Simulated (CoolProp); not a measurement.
A closed Brayton cycle with dry air: compressor inlet 331.15 K and 3.3 MPa, high pressure 9.26 MPa, turbine inlet 775 K, compressor efficiency 0.85, turbine efficiency 0.85, recuperator effectiveness 0 (on enthalpy, no pinch check). Each further row changes one setting.

Values from CoolProp's reference Helmholtz-energy equation of state, Lemmon 2000. It is a pseudo-pure fit of the blend.

| case | thermal efficiency (%) | net work (kJ/kg) | compressor to turbine work | compressor exit (K) | turbine exit (K) |
|---|---|---|---|---|---|
| as stated | ___ | 38.0 | 0.78 | 465.1 | 615.7 |
| turbine inlet 725 K | 9.5 | 26.5 | 0.84 | 465.1 | 574.5 |
| compressor inlet 341.15 K | 10.5 | 33.7 | ___ | 478.8 | 615.7 |
| high pressure 7.87 MPa | 10.5 | 37.9 | ___ | 441.4 | 638.4 |
| recuperator effectiveness 0.5 | 14.8 | 38.0 | 0.78 | 465.1 | 615.7 |

Q: Fill in the missing entries.

A: 
- as stated, thermal efficiency (%): 11.3
- compressor inlet 341.15 K, compressor to turbine work: 0.81
- high pressure 7.87 MPa, compressor to turbine work: 0.75
